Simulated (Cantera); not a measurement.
Cantera run:

```python
import numpy as np
import cantera as ct

gas_names = [...]  # 95 gases of nasa_gas.yaml made of C, F, H
cond_names = """
    C(gr) C6H6(L) C7H8(L) C8H18(L),n-octa
""".split()


# ... load() reads the species with a 1 bar reference pressure and builds the phases ...
atoms = {
    'CF4': {'C': 1, 'F': 4},
    'F2': {'F': 2},
    'H2': {'H': 2},
}
top_T = {'C(gr)': 4500}  # K; cautious upper limits of use, not melting points


# ... equilibrate(T, P, feed) seeds the gas with the atoms and calls Mixture.equilibrate('TP', solver="vcs", rtol=1e-11, max_steps=5000) ...
results = []
feed = {'CF4': 1, 'F2': 0.051, 'H2': 2.3}  # mol
for P in [1, 6.8, 46, 320, 2200, 15000, 100000]:
    for T in [1850, 2000, 2150, 2300, 2450, 2600, 2750, 2900, 3050, 3200, 3350, 3500]:
        mix = equilibrate(T, P, feed)
        results.append((T, P, feed, dict(zip(mix.species_names, mix.species_moles))))

for T, P, feed, n in results:
    print(f"{T:7g} {P:10.4g}  " + (" + ".join(c for c in cond_names if n.get(c, 0) > 1e-12) or "gas only"))
```

Result:

```
   1850          1  C(gr)
   2000          1  C(gr)
   2150          1  C(gr)
   2300          1  C(gr)
   2450          1  C(gr)
   2600          1  gas only
   2750          1  gas only
   2900          1  gas only
   3050          1  gas only
   3200          1  gas only
   3350          1  gas only
   3500          1  gas only
   1850        6.8  C(gr)
   2000        6.8  C(gr)
   2150        6.8  C(gr)
   2300        6.8  C(gr)
   2450        6.8  C(gr)
   2600        6.8  C(gr)
   2750        6.8  gas only
   2900        6.8  gas only
   3050        6.8  gas only
   3200        6.8  gas only
   3350        6.8  gas only
   3500        6.8  gas only
   1850         46  C(gr)
   2000         46  C(gr)
   2150         46  C(gr)
   2300         46  C(gr)
   2450         46  C(gr)
   2600         46  C(gr)
   2750         46  C(gr)
   2900         46  gas only
   3050         46  gas only
   3200         46  gas only
   3350         46  gas only
   3500         46  gas only
   1850        320  C(gr)
   2000        320  C(gr)
   2150        320  C(gr)
   2300        320  C(gr)
   2450        320  C(gr)
   2600        320  C(gr)
   2750        320  C(gr)
   2900        320  C(gr)
   3050        320  gas only
   3200        320  gas only
   3350        320  gas only
   3500        320  gas only
   1850       2200  C(gr)
   2000       2200  C(gr)
   2150       2200  C(gr)
   2300       2200  C(gr)
   2450       2200  C(gr)
   2600       2200  C(gr)
   2750       2200  C(gr)
   2900       2200  C(gr)
   3050       2200  C(gr)
   3200       2200  gas only
   3350       2200  gas only
   3500       2200  gas only
   1850    1.5e+04  C(gr)
   2000    1.5e+04  C(gr)
   2150    1.5e+04  C(gr)
   2300    1.5e+04  C(gr)
   2450    1.5e+04  C(gr)
   2600    1.5e+04  C(gr)
   2750    1.5e+04  C(gr)
   2900    1.5e+04  C(gr)
   3050    1.5e+04  C(gr)
   3200    1.5e+04  C(gr)
   3350    1.5e+04  gas only
   3500    1.5e+04  gas only
   1850      1e+05  C(gr)
   2000      1e+05  C(gr)
   2150      1e+05  C(gr)
   2300      1e+05  C(gr)
   2450      1e+05  C(gr)
   2600      1e+05  C(gr)
   2750      1e+05  C(gr)
   2900      1e+05  C(gr)
   3050      1e+05  C(gr)
   3200      1e+05  C(gr)
   3350      1e+05  C(gr)
   3500      1e+05  C(gr)
```

Method: chemical equilibrium by Gibbs-energy minimisation in Cantera with the NASA 1993 tables (ideal gas, pure condensed phases).
